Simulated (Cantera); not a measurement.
What does this Cantera script print?

```python
import numpy as np
import cantera as ct

surf = ct.Interface("ptcombust.yaml", "Pt_surf")
gas = surf.adjacent["gas"]
gas.TPX = 300, 10000, {'CH4': 0.012, 'O2': 0.1, 'N2': 0.79}
jet = ct.ImpingingJet(gas=gas, width=0.047, surface=surf)
jet.inlet.mdot, jet.inlet.T, jet.inlet.X = 0.13, 300, {'CH4': 0.012, 'O2': 0.1, 'N2': 0.79}
jet.set_refine_criteria(ratio=10, slope=0.2, curve=0.3)
show, cover = ['CH4', 'O2', 'H2O', 'OH', 'CO', 'CO2'], ["PT(S)", "H(S)", "O(S)", "OH(S)", "CO(S)", "C(S)"]

rows = []
print(f"{'Ts/K':>7s}" + "".join(f"{s:>11s}" for s in show + cover) + "   (gas at the wall, coverages)")
for i, Ts in enumerate([900, 950, 1000, 1050, 1100, 1150]):
    jet.surface.T = Ts
    if i == 0:
        surf.TP = Ts, 10000
        surf.coverages = "PT(S):0.5, O(S):0.5"
        surf.advance_coverages(1.0)
        jet.set_initial_guess(products="inlet")
    jet.solve(loglevel=0, auto=(i == 0))
    rows.append([*(jet.X[gas.species_index(s), -1] for s in show), *surf[cover].coverages])
    print(f"{Ts:7g}" + "".join(f"{x:11.3e}" for x in rows[-1]))
```

It prints:

```
   Ts/K        CH4         O2        H2O         OH         CO        CO2      PT(S)       H(S)       O(S)      OH(S)      CO(S)       C(S)   (gas at the wall, coverages)
    900  9.745e-03  1.033e-01  6.634e-03  1.605e-08  3.663e-06  4.343e-03  1.973e-01  4.111e-08  8.020e-01  6.838e-04  4.869e-06  1.733e-08
    950  7.883e-03  9.935e-02  1.008e-02  5.419e-08  4.096e-06  6.610e-03  2.633e-01  1.087e-07  7.359e-01  7.606e-04  3.879e-06  1.857e-08
   1000  6.226e-03  9.584e-02  1.312e-02  1.523e-07  4.357e-06  8.622e-03  3.319e-01  2.389e-07  6.674e-01  7.717e-04  2.884e-06  1.803e-08
   1050  4.922e-03  9.308e-02  1.550e-02  3.766e-07  4.572e-06  1.020e-02  4.004e-01  4.596e-07  5.989e-01  7.382e-04  2.093e-06  1.666e-08
   1100  3.948e-03  9.104e-02  1.726e-02  8.356e-07  4.820e-06  1.137e-02  4.675e-01  8.047e-07  5.318e-01  6.806e-04  1.527e-06  1.514e-08
   1150  3.237e-03  8.956e-02  1.853e-02  1.699e-06  5.154e-06  1.220e-02  5.318e-01  1.312e-06  4.676e-01  6.128e-04  1.137e-06  1.377e-08
```

Computed with Cantera and Deutschmann's 1995 Pt surface mechanism with GRI-Mech 3.0 gas chemistry. Catalytic surfaces can have several steady states; this one follows from the mechanism file's or the stated starting coverage.
